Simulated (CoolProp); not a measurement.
The numbers come from the reference Helmholtz-energy equation of state, Rui 2013 in CoolProp.

### Question
Give the vapour pressure (bar), liquid density (kg/m³), vapour Z, surface tension (mN/m) of saturated R236EA at 64.35, 80.95 °C.

### Answer
| T (°C) | p (bar) | liquid density (kg/m³) | vapour Z | surface tension (mN/m) |
|---|---|---|---|---|
| 64.35 | 6.77 | 1290 | 0.834 | 7.03 |
| 80.95 | 10.2 | 1220 | 0.778 | 5.11 |

Surface tension comes from a separate correlation (Mulero 2012).
